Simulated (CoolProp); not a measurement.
R125 at 274.81 K and 3.41 MPa flows at 0.61 m/s in a round tube of 12.7 mm bore and 45 µm roughness, fully developed (64/Re and Nu = 3.66 if laminar; Colebrook and Gnielinski if turbulent). Each further row changes one setting.

Model: reference Helmholtz-energy equation of state, Lemmon 2005, in CoolProp.

```
case               Reynolds number  Darcy friction factor  pressure drop (Pa/m)  heat-transfer coefficient (W/(m² K))  mass flow (kg/h)
-----------------  ---------------  ---------------------  --------------------  ------------------------------------  ----------------
as stated                    48700                 0.0297                   580                                  1770               ___
velocity 1.22 m/s            97400                 0.0286                  2240                                  3470               ___
diameter 25.4 mm             97400                 0.0245                   ___                                   ___              1480
```

Question: What belongs in the gaps?

Answer: 
- as stated, mass flow (kg/h): 371
- velocity 1.22 m/s, mass flow (kg/h): 741
- diameter 25.4 mm, pressure drop (Pa/m): 240
- diameter 25.4 mm, heat-transfer coefficient (W/(m² K)): 1550

Viscosity comes from a separate model (Huber 2006). Thermal conductivity comes from a separate model (Perkins 2006).
